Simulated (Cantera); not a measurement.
An adiabatic, constant-pressure homogeneous reactor starts with C3H8 : O2 : N2 : H2O = 1 : 6.85 : 25.8 : 1.4 (molar parts), at 1650 K and 500000 Pa. Integrator tolerance rtol = 1e-08.

Computed with Cantera and GRI-Mech 3.0 (53 species, 325 reactions). GRI-Mech 3.0 was tuned for natural gas; its chemistry of propane as a main component is partial and can be far from experiment.

What does this change do: initial temperature 1650 to 1100 K?


```tsv
quantity	before	after
time of steepest temperature rise	8.57 µs	18.0 ms
temperature at 0.800 s	2755 K	2440 K
equilibrium temperature	2755 K	2440 K
x(C3H8) at 0.800 s	<1e-12 (gas-phase equilibrium <1e-12)	<1e-12 (gas-phase equilibrium <1e-12)
x(O2) at 0.800 s	0.0478 (gas-phase equilibrium 0.0478)	0.0471 (gas-phase equilibrium 0.0471)
x(H2O) at 0.800 s	0.133 (gas-phase equilibrium 0.133)	0.144 (gas-phase equilibrium 0.144)
x(H2O2) at 0.800 s	7.54e-7 (gas-phase equilibrium 7.54e-7)	4.32e-7 (gas-phase equilibrium 4.32e-7)
x(CO2) at 0.800 s	0.0649 (gas-phase equilibrium 0.0649)	0.0785 (gas-phase equilibrium 0.0785)
x(C2H2) at 0.800 s	<1e-12 (gas-phase equilibrium <1e-12)	<1e-12 (gas-phase equilibrium <1e-12)
x(NO) at 0.800 s	0.0155 (gas-phase equilibrium 0.0155)	0.00929 (gas-phase equilibrium 0.00929)
```

What does this change do: pressure from 500000 Pa to 40000 Pa?


```csv
quantity,before,after
time of steepest temperature rise,8.57 µs,51.7 µs
temperature at 0.800 s,2755 K,2608 K
equilibrium temperature,2755 K,2608 K
x(C3H8) at 0.800 s,<1e-12 (gas-phase equilibrium <1e-12),<1e-12 (gas-phase equilibrium <1e-12)
x(O2) at 0.800 s,0.0478 (gas-phase equilibrium 0.0478),0.0521 (gas-phase equilibrium 0.0521)
x(H2O) at 0.800 s,0.133 (gas-phase equilibrium 0.133),0.124 (gas-phase equilibrium 0.124)
x(H2O2) at 0.800 s,7.54e-7 (gas-phase equilibrium 7.54e-7),1.57e-7 (gas-phase equilibrium 1.57e-7)
x(CO2) at 0.800 s,0.0649 (gas-phase equilibrium 0.0649),0.0559 (gas-phase equilibrium 0.0559)
x(C2H2) at 0.800 s,<1e-12 (gas-phase equilibrium <1e-12),<1e-12 (gas-phase equilibrium <1e-12)
x(NO) at 0.800 s,0.0155 (gas-phase equilibrium 0.0155),0.0129 (gas-phase equilibrium 0.0129)
```
